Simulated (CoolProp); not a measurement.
Vapour pressure (MPa) of neopentane: the reference equation beside estimates from Tc = 160.6 °C, pc = 3.196 MPa, ω = 0.196. Clausius-Clapeyron is anchored at 49.05 °C with a constant enthalpy of vaporisation of 20.36 kJ/mol.

Values from CoolProp's reference Helmholtz-energy equation of state, Lemmon 2006. It is a short technical equation, of lower accuracy than the large ones.

```
T (°C)  reference  Lee-Kesler  Clausius-Clapeyron  Peng-Robinson
------  ---------  ----------  ------------------  -------------
-7.55     0.05230     0.05190             0.06865        0.05303
6.55      0.09096     0.09055              0.1093        0.09142
20.75      0.1494      0.1491              0.1668         0.1492
34.85      0.2322      0.2324              0.2443         0.2313
49.05      0.3469      0.3475              0.3469         0.3449
63.15      0.4980      0.4990              0.4771         0.4952
77.35      0.6946      0.6958              0.6408         0.6916
91.45      0.9412      0.9419              0.8396         0.9390
105.65      1.249       1.249               1.080          1.249
```

Absolute difference from the reference over all 9 rows, mean and median: Lee-Kesler 0.2 and 0.2 %, Clausius-Clapeyron 11.6 and 10.8 %, Peng-Robinson 0.5 and 0.4 %.
